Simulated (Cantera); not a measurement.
Cantera run:

```python
import numpy as np
import cantera as ct

gas_names = """
    AL ALCL ALCL2 ALCL3 ALH ALO ALOCL ALOH ALO2 ALO2H AL2 AL2CL6 AL2O AL2O2 CL CLO CL2 H HALO HCL HOCL
    HO2 H2 H2O H2O2 O OH O2 O3
""".split()
cond_names = """
    AL(cr) AL(L) ALCL3(s) ALCL3(L) AL2O3(a) AL2O3(L) H2O(s) H2O(L)
""".split()


def load(file, names, dense=False):
    # The tables refer to 1 bar. Condensed volumes are neglected.
    table = {s.name: s for s in ct.Species.list_from_file(file)}
    out = []
    for n in names:
        d = dict(table[n].input_data)
        d["thermo"] = dict(d["thermo"], **{"reference-pressure": 1e5})
        if dense:
            d["equation-of-state"] = {"model": "constant-volume", "density": "1e6 g/cm^3"}
        out.append(ct.Species.from_dict(d))
    return out


gas = ct.Solution(thermo="ideal-gas", species=load("nasa_gas.yaml", gas_names))
cond = {s.name: ct.Solution(thermo="fixed-stoichiometry", species=[s], name=s.name)
        for s in load("nasa_condensed.yaml", cond_names, dense=True)}
atoms = {
    'AlCl3': {'AL': 1, 'CL': 3},
    'H2O': {'H': 2, 'O': 1},
    'H2': {'H': 2},
}
top_T = {}  # K; cautious upper limits of use, not melting points


def equilibrate(T, P, feed):
    n = {}
    for name, mol in feed.items():
        for a, k in atoms[name].items():
            n[a] = n.get(a, 0.0) + k * mol
    gas.TPX = T, P, n
    mass = sum(n.values()) * gas.mean_molecular_weight
    gas.equilibrate("TP")
    valid = [c for c in cond.values() if c.min_temp <= T <= top_T.get(c.name, c.max_temp)]
    mix = ct.Mixture([(gas, mass / gas.mean_molecular_weight)] + [(c, 0.0) for c in valid])
    mix.T, mix.P = T, P
    mix.equilibrate("TP", solver="vcs", rtol=1e-11, max_steps=5000)
    return mix


results = []
T = 1525  # K
P = 30  # Pa
for m in [0.2, 0.4, 0.79, 1.6, 3.1, 6.1, 12]:
    feed = {'AlCl3': 1, 'H2O': m, 'H2': 310}  # mol
    mix = equilibrate(T, P, feed)
    results.append((T, P, feed, dict(zip(mix.species_names, mix.species_moles))))

top = {s: max(r[3][s] / sum(r[3][g] for g in gas_names) for r in results) for s in gas_names}
cols = sorted((s for s in top if top[s] > 1e-05), key=lambda s: -top[s])[:5]
seen = [c for c in cond_names if any(r[3].get(c, 0) > 1e-12 for r in results)]
print("log10 of partial pressures in bar; condensed amounts in mol")
print(f"{'n(H2O)':>10s}" + "".join(f"{s[:9]:>10s}" for s in cols + seen))
for T, P, feed, n in results:
    ng = sum(n[g] for g in gas_names)
    print(f"{feed['H2O']:10.4g}" + "".join(f"{np.log10(max(n[s] / ng * P / 1e5, 1e-99)):10.3f}" for s in cols)
          + "".join(f"{n.get(c, 0):10.4g}" for c in seen))
```

Output:

```
log10 of partial pressures in bar; condensed amounts in mol
    n(H2O)        H2       H2O       HCL      ALCL         H  AL2O3(a)
       0.2    -3.528    -8.631    -5.690    -6.082    -6.390   0.06583
       0.4    -3.528    -8.565    -5.664    -6.155    -6.390    0.1324
      0.79    -3.528    -8.408    -5.617    -6.344    -6.390     0.262
       1.6    -3.528    -6.992    -5.543    -8.394    -6.390    0.4979
       3.1    -3.530    -5.817    -5.544   -10.160    -6.391       0.5
       6.1    -3.534    -5.362    -5.548   -10.850    -6.393       0.5
        12    -3.542    -5.012    -5.556   -11.392    -6.397       0.5
```

Equilibrium computed with Cantera from the NASA thermochemical tables; the gas is ideal and each condensed phase is pure. The tables' values for AlCl2 are old estimates; treat these amounts as uncertain.
